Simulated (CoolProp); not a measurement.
Vapour-liquid equilibrium of ethylene (1) + ethane (2) at -12.55 °C; x and y are mole fractions of (1).

Model: multi-fluid Helmholtz-energy mixture model, Smukala 2000 and Bücker 2006; pair parameters Bell 2016, in CoolProp.

Problem. Give the bubble pressure and the first vapour's composition at x = 0.05, 0.5, 0.95. Is there an azeotrope?

Solution. x = 0.05: 1.813 MPa, y = 0.077; x = 0.5: 2.400 MPa, y = 0.583; x = 0.95: 2.979 MPa, y = 0.962. No azeotrope shows between x = 0.05 and 0.95.

Pair parameters are fitted to limited data, so mixtures are less certain than the pure fluids.
